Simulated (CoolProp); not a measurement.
n-undecane along the isobar 2830 kPa: density (kg/m³) from the reference equation and from simpler models built on Tc = 365.7 °C, pc = 1990 kPa, ω = 0.539; each cubic takes its own stable root.

Values from CoolProp's reference Helmholtz-energy equation of state, Aleksandrov 2011. It is a short technical equation, of lower accuracy than the large ones.

```csv
T (°C),phase,reference,van der Waals,Redlich-Kwong,Soave-Redlich-Kwong,Peng-Robinson
185.85,liquid,614.5,345.1,490.5,526.2,593.5
198.25,liquid,604.0,340.3,481.3,517.1,583.6
210.65,liquid,593.1,335.4,471.8,507.6,573.1
223.05,liquid,581.9,330.2,462.0,497.5,561.9
235.35,liquid,570.5,325.0,451.8,486.9,550.0
247.75,liquid,558.5,319.4,441.1,475.5,537.2
260.15,liquid,546.0,313.6,429.9,463.3,523.4
272.55,liquid,532.8,307.6,418.2,450.3,508.6
284.95,liquid,518.9,301.2,405.8,436.2,492.5
297.35,liquid,504.1,294.5,392.7,420.9,474.9
309.65,liquid,488.3,287.5,378.8,404.4,455.8
322.05,liquid,470.8,279.9,363.8,386.0,434.4
334.45,liquid,451.3,271.7,347.5,365.5,410.3
346.85,liquid,429.0,262.8,329.7,342.1,382.7
```
